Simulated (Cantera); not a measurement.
**Equilibrium for iron carbonyl, mercury and lead vapours: Fe(CO)₅ + N₂**

A closed system holds: 1 mol Fe(CO)₅, a varied amount of N₂, at 69.0 Torr.

Equilibrium computed with Cantera from the NASA thermochemical tables; the gas is ideal and each condensed phase is pure. Candidate condensed phases: C, Fe, Fe(CO)₅, FeO, Fe₂O₃, Fe₃O₄; 27 gas species. Iron dissolves carbon and melts from about 1420 K in contact with it, which pure phases cannot show. Condensed phases not in the tables: cementite and carbon dissolved in iron. The numbers say what is thermodynamically allowed, not how fast it happens.

Stable condensed phases:

```
T in K \ n(N₂) in mol
         1.1 1.5 2.1 2.9   4 5.6 7.8  11  15
   1475    A   A   A   A   A   A   A   A   A
   1450    A   A   A   A   A   A   A   A   A
   1425    B   A   A   A   A   A   A   A   A
   1400    B   B   B   A   A   A   A   A   A
   1375    B   B   B   B   B   A   A   A   A
   1350    B   B   B   B   B   B   B   A   A
   1325    B   B   B   B   B   B   B   B   A
   1300    B   B   B   B   B   B   B   B   B
   1275    B   B   B   B   B   B   B   B   B
```

A: Fe; B: C + Fe.
